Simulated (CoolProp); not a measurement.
Vapour-liquid equilibrium of 1-butene (1) + n-butane (2) at 41.8 kPa; x and y are mole fractions of (1).

Values from CoolProp's multi-fluid Helmholtz-energy mixture model, Lemmon 2005 and Bücker 2006; pair parameters Bell 2016.

Question: Give the bubble temperature and the first vapour's composition at x = 0.35, 0.5, 0.8. Is there an azeotrope?

Answer: x = 0.35: 249.2 K, y = 0.412; x = 0.5: 248.3 K, y = 0.563; x = 0.8: 246.9 K, y = 0.832. No azeotrope shows between x = 0.05 and 0.95.

Pair parameters are fitted to limited data, so mixtures are less certain than the pure fluids.
